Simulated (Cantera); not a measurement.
Feed: 1 mol AlCl3, a varied amount of NH3, 2.7 mol N2, equilibrated at 1423.15 K and 2.70 mbar.

These are equilibrium values from Cantera (NASA tables, ideal gas, pure condensed phases), not measurements of a reactor. Candidate condensed phases: Al, AlCl3, AlN, NH4Cl; 20 gas species. Kinetics and transport are ignored.

Problem. What share of the Al ends up in condensed phases as a function of n(NH3) (mol), at 8.4, 13, 20, 31, 49, 76, 120, 180, 280, 440?

Solution. 
```csv
n(NH3) (mol),Al condensed (%),as
8.4,31.5,AlN(s)
13,38.6,AlN(s)
20,45.7,AlN(s)
31,52.4,AlN(s)
49,57.9,AlN(s)
76,61.4,AlN(s)
120,63.6,AlN(s)
180,64.7,AlN(s)
280,65.4,AlN(s)
440,65.8,AlN(s)
```
